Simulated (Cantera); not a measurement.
An isothermal, constant-pressure homogeneous reactor starts with 31.4 % H₂, 19.6 % O₂, 49.0 % N₂, equivalence ratio 0.80, at 1075 K and 0.987 atm.

Cantera simulation using the H2/O2 subset of GRI-Mech 3.0, which has no nitrogen chemistry; the numbers are that mechanism's predictions, not measurements. The temperature is held fixed by assumption; the heat of reaction is taken as removed at once.

x: mole fraction; the columns are a selection and need not sum to one.

| t (s) | x H₂ | x O₂ | x H | x H₂O₂ | x OH | x HO₂ | x O |
|---|---|---|---|---|---|---|---|
| 1.00e-5 | 0.314 | 0.196 | 6.66e-9 | 1.33e-11 | 3.78e-10 | 6.00e-9 | 9.24e-10 |
| 2.74e-5 | 0.314 | 0.196 | 1.88e-7 | 4.19e-10 | 1.09e-8 | 1.33e-7 | 2.69e-8 |
| 7.53e-5 | 0.309 | 0.194 | 0.00164 | 3.08e-6 | 0.000139 | 0.000118 | 0.000230 |
| 0.000207 | 0.0332 | 0.0622 | 0.000374 | 1.55e-5 | 0.000196 | 0.000136 | 0.000137 |
| 0.000567 | 0.0264 | 0.0590 | 6.19e-6 | 6.32e-5 | 3.80e-6 | 9.52e-5 | 2.68e-6 |
| 0.00156 | 0.0249 | 0.0583 | 5.79e-6 | 8.90e-5 | 3.72e-6 | 8.71e-5 | 2.51e-6 |
| 0.00427 | 0.0207 | 0.0563 | 5.30e-6 | 8.88e-5 | 4.02e-6 | 8.31e-5 | 2.52e-6 |
| 0.0117 | 0.0129 | 0.0526 | 3.04e-6 | 6.08e-5 | 3.43e-6 | 6.67e-5 | 1.83e-6 |
| 0.0321 | 0.00476 | 0.0487 | 9.07e-7 | 2.33e-5 | 2.47e-6 | 3.98e-5 | 8.36e-7 |
| 0.0882 | [?] | 0.0470 | [?] | [?] | [?] | [?] | [?] |
| 0.242 | 0.000176 | 0.0466 | 7.51e-9 | 2.12e-7 | 4.43e-7 | 3.54e-6 | 1.25e-8 |
| 0.664 | 2.67e-5 | 0.0465 | 6.41e-10 | 1.21e-8 | 2.13e-7 | 7.26e-7 | 1.13e-9 |
| 1.82 | [?] | 0.0465 | 2.75e-11 | 3.36e-10 | [?] | [?] | 7.15e-11 |
| 5.00 | 1.47e-9 | 0.0465 | <1e-12 | 3.91e-10 | 4.99e-7 | 1.98e-9 | 1.99e-10 |

Q: Complete the blanks.

A: 
- 0.0882, x H₂: 0.000976
- 0.0882, x H: 1.01e-7
- 0.0882, x H₂O₂: 3.09e-6
- 0.0882, x OH: 1.20e-6
- 0.0882, x HO₂: 1.41e-5
- 0.0882, x O: 1.42e-7
- 1.82, x H₂: 1.20e-6
- 1.82, x OH: 1.73e-7
- 1.82, x HO₂: 4.71e-8
